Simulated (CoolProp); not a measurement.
Aqueous calcium chloride as a coolant, 17 % by mass, freezing at -13.7 °C, 1 atm.

Values from CoolProp's Melinder's fits for secondary coolants.

```json
[
 {"T (°C)": "-10.9", "viscosity (mPa s)": "3.97", "Prandtl number": "23.5", "density (kg/m³)": "1157", "conductivity (W/(m K))": "0.533"},
 {"T (°C)": "-2.7", "viscosity (mPa s)": "3.05", "Prandtl number": "17.8", "density (kg/m³)": "1155", "conductivity (W/(m K))": "0.545"},
 {"T (°C)": "5.6", "viscosity (mPa s)": "2.39", "Prandtl number": "13.8", "density (kg/m³)": "1154", "conductivity (W/(m K))": "0.557"},
 {"T (°C)": "13.9", "viscosity (mPa s)": "1.93", "Prandtl number": "10.9", "density (kg/m³)": "?", "conductivity (W/(m K))": "0.569"},
 {"T (°C)": "22.2", "viscosity (mPa s)": "1.59", "Prandtl number": "?", "density (kg/m³)": "1152", "conductivity (W/(m K))": "0.582"},
 {"T (°C)": "30.4", "viscosity (mPa s)": "1.34", "Prandtl number": "7.35", "density (kg/m³)": "1149", "conductivity (W/(m K))": "?"},
 {"T (°C)": "38.7", "viscosity (mPa s)": "1.14", "Prandtl number": "6.17", "density (kg/m³)": "?", "conductivity (W/(m K))": "0.607"}
]
```

Problem. Complete the blanks.

Solution. 
- 13.9, density (kg/m³): 1153
- 22.2, Prandtl number: 8.87
- 30.4, conductivity (W/(m K)): 0.594
- 38.7, density (kg/m³): 1144
